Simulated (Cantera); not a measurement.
Feed: 1 mol Fe₃O₄, 2.3 mol CH₄, 2.3 mol H₂, 0.61 mol C, held at 2027 °C and 2000 Pa.

Equilibrium computed with Cantera from the NASA thermochemical tables; the gas is ideal and each condensed phase is pure. Candidate condensed phases: C, C₆H₆, C₇H₈, C₈H₁₈, Fe, Fe(CO)₅, FeO, Fe(OH)₂, Fe(OH)₃, Fe₂O₃, Fe₃O₄, H₂O; 114 gas species. The numbers say what is thermodynamically allowed, not how fast it happens.

Base state: H₂ 0.429, Fe 0.227, CO 0.215, H₂O 0.0737, H 0.0448, CO₂ 0.00659, FeO 0.00145, OH 0.00124 (mole fractions); condensed: gas only.

Task: What changes in the equilibrium state with this change: C from 0.61 to 3.9 mol?

Result: 
```json
[
 {"species": "H₂", "before": "0.429", "after": "0.460"},
 {"species": "CO", "before": "0.215", "after": "0.281"},
 {"species": "Fe", "before": "0.227", "after": "0.211"},
 {"species": "H₂O", "before": "0.0737", "after": "1.08e-7"},
 {"species": "H", "before": "0.0448", "after": "0.0464"},
 {"species": "C₂H₂ (acetylene)", "before": "<1e-9", "after": "0.00199"},
 {"species": "FeO", "before": "0.00145", "after": "1.84e-9"},
 {"species": "OH", "before": "0.00124", "after": "1.76e-9"},
 {"species": "CO₂", "before": "0.00659", "after": "1.18e-8"},
 {"species": "C(graphite), mol", "before": "0", "after": "2.14"}
]
```

Task: What changes in the equilibrium state with this change: C from 0.61 to 1.5 mol?

Result: 
```json
[
 {"species": "H₂", "before": "0.429", "after": "0.456"},
 {"species": "CO", "before": "0.215", "after": "0.270"},
 {"species": "Fe", "before": "0.227", "after": "0.214"},
 {"species": "H₂O", "before": "0.0737", "after": "0.0125"},
 {"species": "H", "before": "0.0448", "after": "0.0462"},
 {"species": "Fe(OH)₂", "before": "2.23e-5", "after": "5.69e-7"},
 {"species": "FeO", "before": "0.00145", "after": "0.000218"},
 {"species": "O", "before": "8.84e-5", "after": "1.41e-5"}
]
```

Task: What changes in the equilibrium state with this change: temperature from 2027 °C to 552 °C?

Result: 
```
species      before    after
----------  -------  -------
H₂            0.429    0.648
CO            0.215    0.229
CO₂         0.00659   0.0657
Fe            0.227    <1e-9
H            0.0448    <1e-9
H₂O          0.0737   0.0521
CH₄           <1e-9  0.00545
FeO         0.00145    <1e-9
OH          0.00124    <1e-9
O           8.84e-5    <1e-9
Fe(OH)₂     2.23e-5    <1e-9
Fe(α), mol        0     3.00
```
